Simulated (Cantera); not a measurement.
Input: 1 mol C₂H₄, 1.8 mol O₂, a varied amount of H₂, held at 648.15 K and 0.133 bar.

Method: chemical equilibrium by Gibbs-energy minimisation in Cantera with the NASA 1993 tables (ideal gas, pure condensed phases). Candidate condensed phases: C, C₆H₆, C₇H₈, C₈H₁₈, H₂O; 110 gas species. The numbers say what is thermodynamically allowed, not how fast it happens.

**Question.** Which condensed phases are stable at each of these points (n(H₂) (mol)): 0.43, 1, 2.5, 6, 14, 35, 83?

**Answer.** 
| n(H₂) (mol) | condensed phases | C condensed (%) |
|---|---|---|
| 0.43 | C(graphite) | 30.2 |
| 1 | C(graphite) | 29.1 |
| 2.5 | C(graphite) | 20.2 |
| 6 | gas only | 0.0 |
| 14 | gas only | 0.0 |
| 35 | gas only | 0.0 |
| 83 | gas only | 0.0 |

From 0.43 mol H₂ to 2.5 mol H₂ the condensed part is C(graphite). From 6 mol H₂ to 83 mol H₂ nothing is condensed.
